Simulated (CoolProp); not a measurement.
Vapour-liquid equilibrium of R143a (1) + dimethyl ether (2) at -5.65 °C; x and y are mole fractions of (1).

Computed with CoolProp (multi-fluid Helmholtz-energy mixture model, Lemmon and Jacobsen 2000 and Wu 2011; pair parameters Bell 2016).

| x | bubble pressure (kPa) | y at the bubble point | dew pressure at overall composition x (kPa) | liquid density (mol/L) |
|---|---|---|---|---|
| 0.05 | 236.0 | 0.118 | 225.1 | … |
| 0.2 | 287.4 | 0.376 | … | 14.73 |
| 0.35 | 334.5 | 0.551 | 281.3 | 14.27 |
| 0.5 | 378.7 | 0.684 | 319.5 | … |
| 0.65 | 421.1 | 0.792 | 366.6 | 13.38 |
| 0.8 | 462.5 | 0.886 | 424.4 | … |
| 0.95 | 503.8 | … | 492.8 | 12.55 |

Q: Some entries are withheld; supply them.

A: 
- 0.05, liquid density (mol/L): 15.21
- 0.2, dew pressure at overall composition x (kPa): 250.4
- 0.5, liquid density (mol/L): 13.82
- 0.8, liquid density (mol/L): 12.96
- 0.95, y at the bubble point: 0.972

No azeotrope shows between x = 0.05 and 0.95.

Pair parameters are fitted to limited data, so mixtures are less certain than the pure fluids.
